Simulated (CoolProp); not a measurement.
A single-stage vapour-compression cycle with vinyl chloride: evaporating at 242.15 K (dew point), condensing at 308.15 K (bubble point), superheat 8 K, subcooling 5 K, compressor efficiency 0.8, no pressure losses. Each further row changes one setting.

Computed with CoolProp (reference Helmholtz-energy equation of state, Thol 2022).

```
case                              cooling COP  pressure ratio  discharge temperature (K)  refrigerating effect (kJ/kg)  volumetric capacity (kJ/m³)
--------------------------------  -----------  --------------  -------------------------  ----------------------------  ---------------------------
as stated                                 [?]            11.1                      388.8                           284                          410
evaporating temperature 247.15 K         2.68            8.79                        [?]                           [?]                          [?]
condensing temperature 303.15 K          2.62            9.66                        [?]                           291                          421
subcooling 10 K                          2.45            11.1                      388.8                           291                          421
superheat 18 K                           2.36            11.1                      400.4                           292                          404
compressor efficiency 0.7                2.08            11.1                        [?]                           284                          410
```

Question: Complete the blanks.

Answer: 
- as stated, cooling COP: 2.38
- evaporating temperature 247.15 K, discharge temperature (K): 380.7
- evaporating temperature 247.15 K, refrigerating effect (kJ/kg): 287
- evaporating temperature 247.15 K, volumetric capacity (kJ/m³): 516
- condensing temperature 303.15 K, discharge temperature (K): 380.2
- compressor efficiency 0.7, discharge temperature (K): 404.7
